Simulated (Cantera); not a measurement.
Input: 1 mol toluene, 0.082 mol O2, held at 2448.15 K and 1.00 Torr.

Cantera equilibrium calculation (NASA polynomials, part measured and part estimated; ideal gas, pure solids and liquids). Kinetics and transport are ignored.

| species | before | after |
|---|---|---|
| H2 | 0.556 | 0.501 |
| H | 0.407 | 0.386 |
| CO | 0.0314 | 0.108 |
| C4H2 | 1.72e-5 | 1.55e-5 |
| C2H2 (acetylene) | 0.00481 | 0.00433 |
| C2H | 0.000226 | 0.000214 |
| C2 | 1.49e-5 | 1.49e-5 |
| C3 | 0.000163 | 0.000163 |
| C | 6.03e-5 | 6.03e-5 |
| C(graphite), mol | 6.78 | 6.32 |
Gas species are given as mole fractions.

Question: What was changed between the two runs?
(A) O2 from 0.082 to 1.8 mol
(B) O2 from 0.082 to 0.31 mol
(C) O2 from 0.082 to 0.025 mol
(D) O2 from 0.082 to 1.1 mol

Answer: B, O2 from 0.082 to 0.31 mol
